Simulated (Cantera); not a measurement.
A Cantera script and what it prints.

```python
import numpy as np
import cantera as ct

gas_names = """
    C CO CO2 C2 C2O C3 C3O2 C4 C5 Cu CuO Cu2 O O2 O3
""".split()
cond_names = """
    C(gr) Cu(cr) Cu(L) CuO(s) Cu2O(s) Cu2O(L)
""".split()


# ... load() reads the species with a 1 bar reference pressure and builds the phases ...
atoms = {
    'CuO': {'Cu': 1, 'O': 1},
    'CO': {'C': 1, 'O': 1},
}
top_T = {'C(gr)': 4500, 'CuO(s)': 1390}  # K; cautious upper limits of use, not melting points


# ... equilibrate(T, P, feed) seeds the gas with the atoms and calls Mixture.equilibrate('TP', solver="vcs", rtol=1e-11, max_steps=5000) ...
results = []
feed = {'CuO': 1, 'CO': 1.4}  # mol
T = 900  # K
P = 1000  # Pa
mix = equilibrate(T, P, feed)
results.append((T, P, feed, dict(zip(mix.species_names, mix.species_moles))))
x = sorted(zip(gas.X, gas.species_names), reverse=True)
print(f"T = {T:g} K  P = {P:g} Pa  gas = {mix.phase_moles(0):.4g} mol")
print("   x: " + "  ".join(f"{s} {v:.3e}" for v, s in x if v > 0.0001))
print("   condensed (mol): " + ("  ".join(f"{mix.phase(i).name} {mix.phase_moles(i):.4g}"
      for i in range(1, mix.n_phases) if mix.phase_moles(i) > 1e-12) or "none"))
```

It prints:

```
T = 900 K  P = 1000 Pa  gas = 1.4 mol
   x: CO2 7.143e-01  CO 2.857e-01
   condensed (mol): Cu(cr) 1
```

Method: chemical equilibrium by Gibbs-energy minimisation in Cantera with the NASA 1993 tables (ideal gas, pure condensed phases).
